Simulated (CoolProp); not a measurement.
C3F8 (R218) along the isobar 10 MPa: density (kg/m³) from the reference equation and from simpler models built on Tc = 71.9 °C, pc = 2.640 MPa, ω = 0.317; each cubic takes its own stable root.

Model: reference Helmholtz-energy equation of state, Lemmon 2006, in CoolProp. It is a short technical equation, of lower accuracy than the large ones.

| T (°C) | phase | reference |
|---|---|---|
| -55.85 | liquid | 1717 |
| -35.55 | liquid | 1649 |
| -15.35 | liquid | 1579 |
| 4.95 | liquid | 1506 |
| 25.15 | liquid | 1428 |
| 45.35 | liquid | 1345 |
| 65.65 | liquid | 1254 |
| 85.85 | supercritical | 1155 |
| 106.15 | supercritical | 1047 |
| 126.35 | supercritical | 935.5 |
| 146.65 | supercritical | 825.8 |
| 166.85 | supercritical | 728.8 |

### Question
How far does each simpler model (van der Waals, Soave-Redlich-Kwong) lie from the reference over these 12 states: mean and median of the absolute difference, and the worst?

### Answer
- van der Waals: mean 23.4 %, median 27.3 %, worst -34.7 % at -55.85 °C and 10 MPa
- Soave-Redlich-Kwong: mean 5.4 %, median 4.8 %, worst -7.8 % at 146.65 °C and 10 MPa
